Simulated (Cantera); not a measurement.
A perfectly stirred reactor is fed with CH3OH : O2 : N2 : H2 = 0.0079 : 0.026 : 1 : 0.093 (molar parts), equivalence ratio 2.2, at 5.80 bar; it is held at 1050 K, and followed from long to short residence time.

Computed with Cantera and GRI-Mech 3.0 (53 species, 325 reactions). GRI-Mech 3.0 was tuned for natural gas; its chemistry of methanol as a main component is partial and can be far from experiment. The temperature is held fixed by assumption; the heat of reaction is taken as removed at once.

Question: Predict: x(CH3OH) at τ = 0.950 s; x(O2) at τ = 0.950 s; x(CO2) at τ = 0.950 s; x(CH3OH) at τ = 70.0 ms; x(O2) at τ = 70.0 ms; x(CO2) at τ = 70.0 ms.

Answer: 
```json
{
  "x(CH3OH) at τ = 0.950 s": "4.34e-5",
  "x(O2) at τ = 0.950 s": "0.00118",
  "x(CO2) at τ = 0.950 s": "0.00286",
  "x(CH3OH) at τ = 70.0 ms": "0.000385",
  "x(O2) at τ = 70.0 ms": "0.00777",
  "x(CO2) at τ = 70.0 ms": "0.00143"
}
```
